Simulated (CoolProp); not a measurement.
Properties of oxygen along the isotherm -113.25 °C.

Model: reference Helmholtz-energy equation of state, Schmidt 1985, in CoolProp.

```tsv
p (MPa)	phase	Joule-Thomson coefficient (K/MPa)	expansivity (1/kK)	viscosity (µPa s)
1.8	gas	8.253	9.070	12.5
3.6	gas	8.167	?	13.4
5.41	supercritical	6.902	57.46	16.8
7.21	supercritical	1.920	40.02	37.9
9.01	supercritical	1.052	19.72	45.3
10.8	supercritical	0.6939	?	50.1
12.6	supercritical	0.4834	11.44	53.9
14.4	supercritical	0.3417	9.782	?
16.2	supercritical	0.2381	8.649	60.3
18	supercritical	0.1584	7.818	63.1
19.8	supercritical	0.09470	7.176	65.7
21.6	supercritical	0.04244	6.663	68.2
23.4	supercritical	-0.001374	6.241	70.6
25.2	supercritical	-0.03872	5.886	72.8
```

### Question
What belongs in the gaps?

### Answer

- 3.6, expansivity (1/kK): 15.82
- 10.8, expansivity (1/kK): 14.17
- 14.4, viscosity (µPa s): 57.3

Viscosity comes from a separate model (Lemmon 2004).
